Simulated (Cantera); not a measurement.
**Equilibrium for boron, boron nitride and boron oxide: B + H2O + H2**

Charge: 1 mol B, 0.55 mol H2O, 6.4 mol H2, held at 5.30 mbar.

Cantera equilibrium calculation (NASA polynomials, part measured and part estimated; ideal gas, pure solids and liquids). Candidate condensed phases: B, B2O3, B3O3H3, H2O; 23 gas species. Mutual solubility and eutectic melting of coexisting phases are not modelled. Kinetics and transport are ignored.

From 702 °C to 1152 °C the condensed part is B(s) + B2O3(l). The main B-bearing gas is B3O3H3 at 702 °C and HBO at 1152 °C. The share of B in condensed phases is highest at 702 °C (99.1 %) and lowest at 1152 °C (77.3 %).

```csv
T (°C),log p H2,log p HBO,log p B2O2,log p B2O3,n B(s),n B2O3(l)
702,-2.28,-7.46,-10.80,-12.01,0.630,0.180
752,-2.28,-6.91,-9.84,-10.97,0.630,0.180
802,-2.28,-6.42,-8.98,-10.03,0.630,0.180
852,-2.28,-5.97,-8.19,-9.18,0.629,0.179
902,-2.28,-5.56,-7.48,-8.40,0.629,0.179
952,-2.28,-5.18,-6.82,-7.69,0.627,0.177
1002,-2.28,-4.84,-6.22,-7.04,0.623,0.173
1052,-2.28,-4.52,-5.66,-6.44,0.615,0.164
1102,-2.28,-4.23,-5.15,-5.88,0.598,0.145
1152,-2.29,-3.96,-4.67,-5.37,0.564,0.105
```
log p: log10 of the partial pressure in bar; n: condensed amount in mol.
